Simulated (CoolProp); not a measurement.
C2F6 (R116) along the isobar 0.753 MPa: density (kg/m³) from the reference equation and from simpler models built on Tc = 19.9 °C, pc = 3.048 MPa, ω = 0.257; each cubic takes its own stable root.

The numbers come from the reference Helmholtz-energy equation of state, Lemmon 2006 in CoolProp. It is a short technical equation, of lower accuracy than the large ones.

| T (°C) | phase | reference |
|---|---|---|
| -0.95 | gas | 51.97 |
| 17.65 | gas | 47.26 |
| 36.25 | gas | 43.52 |
| 54.85 | gas | 40.44 |
| 73.55 | gas | 37.82 |
| 92.15 | gas | 35.57 |
| 110.75 | gas | 33.61 |
| 129.35 | gas | 31.87 |

### Question
How far does each simpler model (ideal gas, van der Waals, Soave-Redlich-Kwong, Peng-Robinson) lie from the reference over these 8 states: mean and median of the absolute difference, and the worst?

### Answer
- ideal gas: mean 6.0 %, median 5.2 %, worst -11.6 % at -0.95 °C and 0.753 MPa
- van der Waals: mean 0.8 %, median 0.6 %, worst -2.3 % at -0.95 °C and 0.753 MPa
- Soave-Redlich-Kwong: mean 0.1 %, median 0.1 %, worst +0.1 % at 17.65 °C and 0.753 MPa
- Peng-Robinson: mean 0.9 %, median 0.9 %, worst +1.2 % at -0.95 °C and 0.753 MPa
